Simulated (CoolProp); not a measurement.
p-xylene at 298.15 K and 8.85 MPa flows at 1.1 m/s in a round tube of 25 mm bore and 0.25 µm roughness, fully developed (64/Re and Nu = 3.66 if laminar; Colebrook and Gnielinski if turbulent). Each further row changes one setting.

Values from CoolProp's reference Helmholtz-energy equation of state, Zhou 2012.

```
case              Reynolds number  Darcy friction factor  pressure drop (Pa/m)  heat-transfer coefficient (W/(m² K))  mass flow (kg/h)
----------------  ---------------  ---------------------  --------------------  ------------------------------------  ----------------
as stated                   36500                 0.0225                   469                                  1410              1680
velocity 2.2 m/s            73000                 0.0193                  1610                                  2580              3360
diameter 50 mm              73000                 0.0193                   201                                  1290              6710
```

Viscosity comes from a separate model (Balogun 2015). Thermal conductivity comes from a separate model (Mylona 2014).
